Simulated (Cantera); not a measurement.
# Premixed flame

A freely propagating, adiabatic, planar premixed flame of CH₄ : CO : O₂ : N₂ = 0.79 : 0.12 : 2.64 : 9.93 (molar parts), equivalence ratio 0.62, unburnt at 423 K and 0.247 atm; mixture-averaged transport, grid criteria slope 0.08 and curve 0.16, no radiation.

Computed with Cantera and GRI-Mech 3.0 (53 species, 325 reactions). Burning velocities carry a grid error of a few per cent, more on coarse grids.

| z (mm) | T (K) | u (m/s) | x CH₄ | x CO | x O₂ | x CH₂ | x CO₂ | x HO₂ |
|---|---|---|---|---|---|---|---|---|
| -5.26 | 423 | 0.521 | 0.0586 | 0.00890 | 0.196 | <1e-8 | 1.17e-7 | 3.53e-8 |
| -3.51 | 424 | 0.523 | 0.0585 | 0.00891 | 0.196 | <1e-8 | 2.42e-6 | 4.84e-7 |
| -2.63 | 429 | 0.530 | 0.0581 | 0.00898 | 0.195 | <1e-8 | 2.03e-5 | 2.89e-6 |
| -1.75 | 471 | 0.582 | 0.0559 | 0.00966 | 0.192 | <1e-8 | 0.000285 | 2.40e-5 |
| -0.877 | 758 | 0.944 | 0.0411 | 0.0159 | 0.171 | 8.25e-8 | 0.00424 | 7.11e-5 |
| -0.439 | 1071 | 1.34 | 0.0237 | 0.0244 | 0.143 | 1.84e-6 | 0.0115 | 8.96e-5 |
| 0 | 1379 | 1.73 | 0.00626 | 0.0317 | 0.109 | 8.87e-6 | 0.0236 | 0.000102 |
| 0.439 | 1508 | 1.89 | 0.000559 | 0.0272 | 0.0901 | 1.73e-6 | 0.0362 | 2.14e-5 |
| 0.877 | 1552 | 1.94 | 2.83e-5 | 0.0196 | 0.0833 | 1.05e-7 | 0.0455 | 8.00e-6 |
| 1.75 | 1605 | 1.99 | 6.82e-8 | 0.0109 | 0.0787 | <1e-8 | 0.0552 | 6.12e-6 |
| 3.51 | 1668 | 2.06 | <1e-8 | 0.00589 | 0.0762 | <1e-8 | 0.0609 | 4.68e-6 |
| 7.02 | 1728 | 2.13 | <1e-8 | 0.00359 | 0.0751 | <1e-8 | 0.0635 | 3.07e-6 |
| 14.0 | 1772 | 2.18 | <1e-8 | 0.00190 | 0.0745 | <1e-8 | 0.0654 | 1.70e-6 |
x: mole fraction of selected species; z is measured from the peak of heat release.

```json
{
  "laminar_burning_velocity": "52.1 cm/s",
  "thermal_thickness": "1.75 mm",
  "peak x(CH₂)": "8.93e-6",
  "peak x(HO₂)": "0.000118",
  "grid_points": "142"
}
```
